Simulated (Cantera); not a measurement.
A Cantera script and its output.

```python
import numpy as np
import cantera as ct

gas = ct.Solution("gri30.yaml")
gas.TPX = 1200, 570000, {'CH3OH': 0.0025, 'O2': 0.0021, 'N2': 1}
inlet = ct.Reservoir(gas, clone=True)

reactor = ct.IdealGasConstPressureReactor(gas, energy="off", clone=False)
exhaust = ct.Reservoir(gas, clone=True)
tau = [1.4, 0.64, 0.3, 0.14, 0.064, 0.03, 0.014, 0.0064, 0.003, 0.0014][0]
for a, b in ((inlet, reactor), (reactor, exhaust)):
    ct.MassFlowController(a, b, mdot=lambda t: reactor.mass / tau)
net = ct.ReactorNet([reactor])
show = ['CH3OH', 'O2', 'C2H6', 'CH2O', 'CO', 'NO', 'H2O']

rows = []
print(f"{'tau/s':>10s}{'T/K':>9s}" + "".join(f"{s:>11s}" for s in show))
for tau in [1.4, 0.64, 0.3, 0.14, 0.064, 0.03, 0.014, 0.0064, 0.003, 0.0014]:
    net.initial_time = 0.0
    net.advance(30 * tau)
    before = gas.X
    net.advance(40 * tau)
    drift = np.max(np.abs(gas.X - before) / (gas.X + 1e-9))
    rows.append([gas.T, *gas[show].X, drift])
    print(f"{tau:10.3e}{gas.T:9.1f}" + "".join(f"{x:11.3e}" for x in gas[show].X))
```

Result:

```
     tau/s      T/K      CH3OH         O2       C2H6       CH2O         CO         NO        H2O
 1.400e+00   1200.0  1.077e-06  2.089e-05  1.142e-09  6.632e-07  1.459e-03  9.323e-09  3.114e-03
 6.400e-01   1200.0  1.753e-06  3.359e-05  2.050e-09  1.077e-06  1.540e-03  1.620e-08  3.174e-03
 3.000e-01   1200.0  2.800e-06  5.269e-05  3.382e-09  1.715e-06  1.625e-03  2.605e-08  3.226e-03
 1.400e-01   1200.0  4.499e-06  8.237e-05  5.209e-09  2.744e-06  1.711e-03  3.859e-08  3.260e-03
 6.400e-02   1200.0  7.464e-06  1.306e-04  7.471e-09  4.524e-06  1.799e-03  5.049e-08  3.261e-03
 3.000e-02   1200.0  1.283e-05  2.084e-04  9.550e-09  7.722e-06  1.888e-03  5.264e-08  3.206e-03
 1.400e-02   1200.0  3.401e-04  1.168e-03  2.612e-11  1.749e-04  1.794e-03  5.578e-11  1.639e-03
 6.400e-03   1200.0  6.458e-04  1.378e-03  2.223e-11  2.923e-04  1.452e-03  1.839e-11  1.287e-03
 3.000e-03   1200.0  1.068e-03  1.580e-03  1.669e-11  3.978e-04  9.791e-04  7.082e-12  9.259e-04
 1.400e-03   1200.0  1.755e-03  1.850e-03  6.850e-12  3.936e-04  3.313e-04  1.373e-12  4.169e-04
```

Computed with Cantera and GRI-Mech 3.0 (53 species, 325 reactions). GRI-Mech 3.0 was tuned for natural gas; its chemistry of methanol as a main component is partial and can be far from experiment.
